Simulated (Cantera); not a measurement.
Feed: 1 mol SF6, 0.05 mol O2, 20 mol N2, equilibrated at 3248.15 K and 300 Torr.

Equilibrium computed with Cantera from the NASA thermochemical tables; the gas is ideal and each condensed phase is pure. Candidate condensed phases: S; 35 gas species. Kinetics and transport are ignored.

Base state: N2 0.742, F 0.221, S 0.0306, SO 0.00198, S2 0.00153, SF 0.00133, O 0.00124, NO 0.000419 (mole fractions); condensed: gas only.

What changes in the equilibrium state with this change: N2 from 20 to 7.7 mol?


```tsv
species	before	after
N2	0.742	0.527
F	0.221	0.407
S	0.0306	0.0510
SF2	2.08e-5	0.000118
SO2	2.50e-5	7.71e-5
SF	0.00133	0.00409
S2	0.00153	0.00425
```

What changes in the equilibrium state with this change: temperature from 3248.15 K to 2575 K?


| species | before | after |
|---|---|---|
| N2 | 0.742 | 0.762 |
| F | 0.221 | 0.206 |
| SF | 0.00133 | 0.00925 |
| S | 0.0306 | 0.00719 |
| SF3 | 1.41e-8 | 5.78e-5 |
| S2F2 (SSF2) | 4.70e-8 | 0.000125 |
The tables' values for S2F2 (SSF2), SF3, SOF2 are old estimates; treat these amounts as uncertain.
